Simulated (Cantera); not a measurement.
Input: 1 mol SiH4, 0.65 mol HCl, 9.7 mol H2, 0.17 mol C3H8, held at 1675 °C and 750 Torr.

Method: chemical equilibrium by Gibbs-energy minimisation in Cantera with the NASA 1993 tables (ideal gas, pure condensed phases). Candidate condensed phases: C, C6H6, C7H8, C8H18, Si, SiC; 109 gas species. Mutual solubility and eutectic melting of coexisting phases are not modelled. The tables' values for SiCl3, SiCl are old estimates; treat these amounts as uncertain. Gases not in the tables: Si2H6 and higher silanes. Rates play no part.

Base state: H2 0.953, HCl 0.0407, SiCl2 0.00443, H 0.00110, SiH2 7.47e-5, SiCl3 5.13e-5, SiCl 3.72e-5, Cl 3.53e-5 (mole fractions); condensed: Si(l) + SiC(s).

### Question
What changes in the equilibrium state with this change: temperature from 1675 °C to 1450 °C?

### Answer
```
species       before     after
-----------  -------  --------
H2             0.953     0.956
HCl           0.0407    0.0385
SiCl2        0.00443   0.00536
H            0.00110  0.000178
Si           2.32e-5   9.83e-7
SiH          1.74e-5   1.38e-6
SiCl         3.72e-5   5.40e-6
SiHCl3       6.07e-6   4.12e-5
Cl           3.53e-5   5.56e-6
Si(l), mol     0.430     0.417
SiC(s), mol    0.510     0.510
```
The tables' values for SiCl3 are old estimates; treat these amounts as uncertain.

### Question
What changes in the equilibrium state with this change: HCl from 0.65 to 0.39 mol?

### Answer
```tsv
species	before	after
H2	0.953	0.970
HCl	0.0407	0.0267
SiCl2	0.00443	0.00187
SiCl3	5.13e-5	1.40e-5
SiCl	3.72e-5	2.42e-5
Cl	3.53e-5	2.29e-5
CH4	2.00e-5	2.07e-5
Si(l), mol	0.430	0.464
SiC(s), mol	0.510	0.510
```
The tables' values for SiCl, SiCl3 are old estimates; treat these amounts as uncertain.

### Question
What changes in the equilibrium state with this change: SiH4 replaced by SiCl4?

### Answer
| species | before | after |
|---|---|---|
| H2 | 0.953 | 0.683 |
| HCl | 0.0407 | 0.277 |
| SiCl2 | 0.00443 | 0.0339 |
| SiCl4 | 7.40e-7 | 0.000366 |
| SiCl3 | 5.13e-5 | 0.00316 |
| SiHCl3 | 6.07e-6 | 0.000317 |
| C2H2 (acetylene) | 1.04e-6 | 5.33e-5 |
| SiH2 | 7.47e-5 | 6.34e-6 |
| Si(l), mol | 0.430 | 0 |
| SiC(s), mol | 0.510 | 0.507 |
